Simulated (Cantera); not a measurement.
Charge: 1 mol CH3F, 0.11 mol F2, at 1148.15 K and 1.00 bar.

Cantera equilibrium calculation (NASA polynomials, part measured and part estimated; ideal gas, pure solids and liquids). Candidate condensed phases: C, C6H6, C7H8, C8H18; 95 gas species. Equilibrium is a limit: real reactors are often held back by kinetics, nucleation or transport.

Base state: HF 0.581, H2 0.415, CH4 0.00410 (mole fractions); condensed: C(graphite).

Q: What changes in the equilibrium state with this change: CH3F replaced by C2F6?

A: 
| species | before | after |
|---|---|---|
| CF4 | <1e-9 | 1.00 |
| HF | 0.581 | 0 |
| H2 | 0.415 | 0 |
| CH4 | 0.00410 | 0 |
| C(graphite), mol | 0.991 | 0.445 |
The feed counts by its element totals alone. Gases not in the tables: C2F6 and larger saturated fluorocarbons.

Q: What changes in the equilibrium state with this change: temperature from 1148.15 K to 1050 K?

A: 
```json
[
 {"species": "HF", "before": "0.581", "after": "0.584"},
 {"species": "H2", "before": "0.415", "after": "0.407"},
 {"species": "CH4", "before": "0.00410", "after": "0.00948"},
 {"species": "H2F2", "before": "8.50e-6", "after": "1.14e-5"},
 {"species": "C(graphite), mol", "before": "0.991", "after": "0.980"}
]
```

Q: What changes in the equilibrium state with this change: F2 from 0.11 to 0.3 mol?

A: 
```tsv
species	before	after
HF	0.581	0.697
H2	0.415	0.301
CH4	0.00410	0.00215
H2F2	8.50e-6	1.23e-5
C(graphite), mol	0.991	0.995
```
